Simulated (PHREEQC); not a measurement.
H2SO4 is added in steps, without added water, to 1 kg of water holding 0.0001 mol PbCl2, 0.05 mol KBr and 0.0017 mol Cu(NO3)2, at 25 °C. O2 is buffered at 0.21 atm. CO2 from the air is kept out. The run lets Cu(OH)2, Brochantite, Antlerite, Atacamite, Cu2(OH)3NO3, Litharge, Anglesite, Cotunnite, Laurionite, PbBr2, Larnakite, Chalcanthite precipitate or redissolve, and no other solid.

Base run: PHREEQC, ion-association model, wateq4f.dat. Each further column changes one thing. The table gives pH.

```
H2SO4 added (mol)  base  0.033 mol/kgw KF added  Cu(NO3)2 replaced by Fe(NO3)3 at the same molality  temperature from 25 to 75 °C  no solid may form
-----------------  ----  ----------------------  --------------------------------------------------  ----------------------------  -----------------
0                  5.25                    5.88                                                2.90                          4.72               5.25
0.00073            2.92                    4.45                                                2.48                          2.94               2.92
0.00146            2.63                    4.13                                                2.30                          2.66               2.63
0.001825           2.54                    4.02                                                2.26                          2.58               2.54
0.002555           2.40                    3.85                                                2.18                          2.45               2.40
0.003285           2.30                    3.72                                                2.13                          2.35               2.30
0.004015           2.22                    3.61                                                2.08                          2.27               2.22
0.004745           2.15                    3.51                                                2.03                          2.21               2.15
0.005475           2.09                    3.42                                                2.00                          2.16               2.09
0.00584            2.07                    3.38                                                1.98                          2.13               2.07
0.00657            2.02                    3.30                                                1.95                          2.09               2.02
0.0073             1.98                    3.23                                                1.92                          2.05               1.98
```

 Away from 25 °C the constants follow the database's enthalpies or fits; those with neither stay at their 25 °C values. In at least one series the solution becomes supersaturated in solids that the run did not let form, among them Anglesite. Solids allowed in the column '0.033 mol/kgw KF added': PbF2, Matlockite, Cu(OH)2, Brochantite, Antlerite, Atacamite, Cu2(OH)3NO3, Litharge, Anglesite, Cotunnite, Laurionite, PbBr2, Larnakite, Chalcanthite, CuF2:2H2O. Solids allowed in the column 'Cu(NO3)2 replaced by Fe(NO3)3 at the same molality': Fe(OH)3(a), Litharge, Anglesite, Cotunnite, Laurionite, PbBr2, Larnakite, Jarosite-K.
